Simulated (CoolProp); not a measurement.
Properties of propylene glycol at several states (Tc = 400.8 °C, pc = 72.92 bar, ω = 0.327).

Values from CoolProp's reference Helmholtz-energy equation of state, Eisenbach 2021.

```json
[
 {"T (°C)": "245.15", "p (bar)": "3.8", "phase": "gas", "density (kg/m³)": "7.063", "cp (kJ/(kg K))": "2.722", "cv (kJ/(kg K))": "?", "isothermal compressibility (1/MPa)": "2.778", "expansivity (1/kK)": "2.346"},
 {"T (°C)": "130.55", "p (bar)": "251", "phase": "liquid", "density (kg/m³)": "965.0", "cp (kJ/(kg K))": "3.038", "cv (kJ/(kg K))": "2.621", "isothermal compressibility (1/MPa)": "0.0006886", "expansivity (1/kK)": "0.8290"},
 {"T (°C)": "-38.85", "p (bar)": "5.2", "phase": "liquid", "density (kg/m³)": "1081", "cp (kJ/(kg K))": "2.052", "cv (kJ/(kg K))": "?", "isothermal compressibility (1/MPa)": "0.0003784", "expansivity (1/kK)": "?"},
 {"T (°C)": "89.65", "p (bar)": "0.179", "phase": "liquid", "density (kg/m³)": "981.5", "cp (kJ/(kg K))": "2.852", "cv (kJ/(kg K))": "2.466", "isothermal compressibility (1/MPa)": "0.0006743", "expansivity (1/kK)": "?"}
]
```

### Question
Complete the blanks.

### Answer

- 245.15, cv (kJ/(kg K)): 2.576
- -38.85, cv (kJ/(kg K)): 1.772
- -38.85, expansivity (1/kK): 0.6988
- 89.65, expansivity (1/kK): 0.8393
